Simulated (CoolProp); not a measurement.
Methanol at 324.01 K and 4.05 MPa is throttled through a valve to 1.99 MPa with no heat exchange. Each further row changes one setting.

Model: reference Helmholtz-energy equation of state, de Reuck 1993, in CoolProp.

```
case                       temperature change (K)  final density (kg/m³)
-------------------------  ----------------------  ---------------------
as stated                              (withheld)             (withheld)
outlet pressure 0.597 MPa              (withheld)                    761
outlet pressure 2.59 MPa               (withheld)             (withheld)
```

Question: Complete the blanks.

Answer: 
- as stated, temperature change (K): +0.6
- as stated, final density (kg/m³): 763
- outlet pressure 0.597 MPa, temperature change (K): +1.0
- outlet pressure 2.59 MPa, temperature change (K): +0.4
- outlet pressure 2.59 MPa, final density (kg/m³): 764
